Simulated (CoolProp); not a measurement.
Vapour pressure (MPa) of n-hexane: the reference equation beside estimates from Tc = 234.7 °C, pc = 3.044 MPa, ω = 0.300.

Model: reference Helmholtz-energy equation of state, Thol 2019, in CoolProp.

```csv
T (°C),reference,Redlich-Kwong,Peng-Robinson
19.35,0.01569,0.04006,0.01591
29.75,0.02469,0.05857,0.02489
40.15,0.03748,0.08303,0.03764
50.55,0.05514,0.1145,0.05520
60.95,0.07887,0.1542,0.07877
71.35,0.1100,0.2031,0.1097
81.75,0.1500,0.2626,0.1494
92.15,0.2004,0.3337,0.1996
102.55,0.2629,0.4175,0.2620
112.95,0.3393,0.5153,0.3383
123.35,0.4314,0.6282,0.4306
```

Absolute difference from the reference over all 11 rows, mean and median: Redlich-Kwong 90.9 and 84.6 %, Peng-Robinson 0.4 and 0.3 %.
